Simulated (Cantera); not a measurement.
An adiabatic, constant-volume homogeneous reactor starts with CH4 : CO : O2 : N2 = 1 : 0.032 : 3.48 : 13.1 (molar parts), equivalence ratio 0.58, at 1498 K and 1900000 Pa. Integrator tolerance rtol = 1e-08.

Cantera simulation using GRI-Mech 3.0 (53 species, 325 reactions); the numbers are that mechanism's predictions, not measurements. The pressure lies above the range GRI-Mech 3.0 was tuned for (to about 10 atm).

What does this change do: pressure from 1900000 Pa to 320000 Pa?


```tsv
quantity	before	after
time of steepest temperature rise	85.1 µs	0.381 ms
temperature at 2.00 s	2790 K	2720 K
equilibrium temperature	2790 K	2720 K
x(CH4) at 2.00 s	<1e-12 (gas-phase equilibrium <1e-12)	<1e-12 (gas-phase equilibrium <1e-12)
x(CO) at 2.00 s	0.00489 (gas-phase equilibrium 0.00489)	0.00821 (gas-phase equilibrium 0.00821)
x(O2) at 2.00 s	0.0717 (gas-phase equilibrium 0.0717)	0.0729 (gas-phase equilibrium 0.0729)
x(NO2) at 2.00 s	4.84e-5 (gas-phase equilibrium 4.84e-5)	1.91e-5 (gas-phase equilibrium 1.91e-5)
x(C2H2) at 2.00 s	<1e-12 (gas-phase equilibrium <1e-12)	<1e-12 (gas-phase equilibrium <1e-12)
x(HCO) at 2.00 s	8.38e-9 (gas-phase equilibrium 8.38e-9)	6.45e-9 (gas-phase equilibrium 6.45e-9)
```

What does this change do: pressure from 1900000 Pa to 410000 Pa?


```
quantity                                                            before                                    after
---------------------------------  ---------------------------------------  ---------------------------------------
time of steepest temperature rise                                  85.1 µs                                 0.312 ms
temperature at 2.00 s                                               2790 K                                   2731 K
equilibrium temperature                                             2790 K                                   2731 K
x(CH4) at 2.00 s                     <1e-12 (gas-phase equilibrium <1e-12)    <1e-12 (gas-phase equilibrium <1e-12)
x(CO) at 2.00 s                    0.00489 (gas-phase equilibrium 0.00489)  0.00770 (gas-phase equilibrium 0.00770)
x(O2) at 2.00 s                      0.0717 (gas-phase equilibrium 0.0717)    0.0727 (gas-phase equilibrium 0.0727)
x(NO2) at 2.00 s                   4.84e-5 (gas-phase equilibrium 4.84e-5)  2.18e-5 (gas-phase equilibrium 2.18e-5)
x(C2H2) at 2.00 s                    <1e-12 (gas-phase equilibrium <1e-12)    <1e-12 (gas-phase equilibrium <1e-12)
x(HCO) at 2.00 s                   8.38e-9 (gas-phase equilibrium 8.38e-9)  6.80e-9 (gas-phase equilibrium 6.80e-9)
```
